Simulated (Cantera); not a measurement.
Input: 1 mol TiO2, 0.052 mol HCl, 1.6 mol O2, 0.083 mol Cl2, equilibrated at 1350 K and 66.8 Torr.

Method: chemical equilibrium by Gibbs-energy minimisation in Cantera with the NASA 1993 tables (ideal gas, pure condensed phases). Candidate condensed phases: H2O, Ti, TiCl2, TiCl3, TiCl4, TiO, TiO2, Ti2O3, Ti3O5, Ti4O7; 23 gas species. The numbers say what is thermodynamically allowed, not how fast it happens.

Base state: O2 0.916, Cl2 0.0413, HCl 0.0292, Cl 0.0130, H2O 0.000312, ClO 0.000113 (mole fractions); condensed: TiO2(rutile).

Problem. What changes in the equilibrium state with this change: HCl from 0.052 to 0.1 mol?

Solution. 
```
species              before     after
-----------------  --------  --------
O2                    0.916     0.891
HCl                  0.0292    0.0536
Cl2                  0.0413    0.0408
H2O                0.000312   0.00105
Cl                   0.0130    0.0129
ClO                0.000113  0.000110
TiO2(rutile), mol      1.00      1.00
```

Problem. What changes in the equilibrium state with this change: HCl from 0.052 to 2.5 mol?

Solution. 
```json
[
 {"species": "HCl", "before": "0.0292", "after": "0.517"},
 {"species": "O2", "before": "0.916", "after": "0.366"},
 {"species": "Cl2", "before": "0.0413", "after": "0.0572"},
 {"species": "H2O", "before": "0.000312", "after": "0.0448"},
 {"species": "Cl", "before": "0.0130", "after": "0.0153"},
 {"species": "HOCl", "before": "2.28e-6", "after": "2.55e-5"},
 {"species": "OH", "before": "2.71e-6", "after": "2.58e-5"},
 {"species": "ClO", "before": "0.000113", "after": "8.37e-5"},
 {"species": "TiO2(rutile), mol", "before": "1.00", "after": "1.000"}
]
```

Problem. What changes in the equilibrium state with this change: HCl from 0.052 to 1.7 mol?

Solution. 
| species | before | after |
|---|---|---|
| O2 | 0.916 | 0.460 |
| HCl | 0.0292 | 0.434 |
| Cl2 | 0.0413 | 0.0545 |
| H2O | 0.000312 | 0.0371 |
| Cl | 0.0130 | 0.0149 |
| HOCl | 2.28e-6 | 2.40e-5 |
| OH | 2.71e-6 | 2.49e-5 |
| ClO | 0.000113 | 9.16e-5 |
| TiO2(rutile), mol | 1.00 | 1.000 |
